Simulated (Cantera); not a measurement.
Charge: 1 mol PbO, a varied amount of O2, 0.49 mol N2, at 548.15 K and 0.430 bar.

Method: chemical equilibrium by Gibbs-energy minimisation in Cantera with the NASA 1993 tables (ideal gas, pure condensed phases). Candidate condensed phases: Pb, PbO, PbO2, Pb3O4; 12 gas species. Equilibrium is a limit: real reactors are often held back by kinetics, nucleation or transport.

Task: Which condensed phases are stable at each of these points (n(O2) (mol)): 0.17, 0.22, 0.28, 0.35, 0.44, 0.55, 0.7, 0.88, 1.1, 1.4, 1.8?

Result: 
```tsv
n(O2) (mol)	condensed phases	Pb condensed (%)
0.17	PbO(red) + Pb3O4(s)	100.0
0.22	Pb3O4(s)	100.0
0.28	Pb3O4(s)	100.0
0.35	Pb3O4(s)	100.0
0.44	Pb3O4(s)	100.0
0.55	Pb3O4(s)	100.0
0.7	Pb3O4(s)	100.0
0.88	Pb3O4(s)	100.0
1.1	Pb3O4(s)	100.0
1.4	Pb3O4(s)	100.0
1.8	Pb3O4(s)	100.0
```

At 0.17 mol O2 the condensed part is PbO(red) + Pb3O4(s). From 0.22 mol O2 to 1.8 mol O2 the condensed part is Pb3O4(s).
